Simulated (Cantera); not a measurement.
## Thermodynamics of halide evaporation, hydrolysis and transport, feed CaF2 + O2 + N2

Feed: 1 mol CaF2, 2.1 mol O2, 0.21 mol N2, held at 1.00 Torr.

These are equilibrium values from Cantera (NASA tables, ideal gas, pure condensed phases), not measurements of a reactor. Candidate condensed phases: Ca, CaF2, CaO; 22 gas species. Kinetics and transport are ignored.

From 1173 K to 1673 K the condensed part is CaF2(s). At 1773 K the condensed part is CaF2(l). At 1873 K the condensed part is CaO(s). From 1973 K to 2073 K nothing is condensed. The main Ca-bearing gas is CaF2 throughout.

```
T (K)   x O2    x CaF2    x N2       x O  n CaF2(s)  n CaF2(l)  n CaO(s)
-----  -----  --------  ------  --------  ---------  ---------  --------
1173   0.909   1.68e-7  0.0909   3.65e-7       1.00          0         0
1273   0.909   4.80e-6  0.0908   2.81e-6      1.000          0         0
1373   0.909   8.19e-5  0.0907   1.61e-5      1.000          0         0
1473   0.908  0.000911  0.0904   7.28e-5      0.998          0         0
1573   0.902   0.00713  0.0896  0.000272      0.983          0         0
1673   0.869    0.0423  0.0861  0.000853      0.898          0         0
1773   0.740     0.182  0.0732   0.00221          0      0.485         0
1873   0.629     0.301  0.0620   0.00513          0          0  0.000122
1973   0.623     0.300  0.0613    0.0117          0          0         0
2073   0.612     0.298  0.0604    0.0246          0          0         0
```
x: gas mole fraction; n: condensed amount in mol.
